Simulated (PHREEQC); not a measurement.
Solution (20 °C): 42 mmol/kgw NH3. Closed to the air; pH follows from the charge balance.

Equilibrium calculation in PHREEQC: ion-association model, wateq4f.dat.

Each row changes one thing in this solution. Precipitation was switched off in this run.

```csv
case,pH,ionic strength (mol/kgw),NH4+ (mol/kgw)
as made,11.09,0.000866,0.000866
NH3 replaced by NH4F at the same molality,(withheld),0.0420,0.0420
NH3 from 0.042 to 0.21 mol/kgw,(withheld),0.00198,0.00198
temperature from 20 to 35 °C,(withheld),0.000895,0.000895
NH3 from 0.042 to 0.0084 mol/kgw,(withheld),0.000378,0.000378
```

**Question.** What belongs in the gaps?

**Answer.** 
- NH3 replaced by NH4F at the same molality, pH: 6.30
- NH3 from 0.042 to 0.21 mol/kgw, pH: 11.44
- temperature from 20 to 35 °C, pH: 10.62
- NH3 from 0.042 to 0.0084 mol/kgw, pH: 10.74
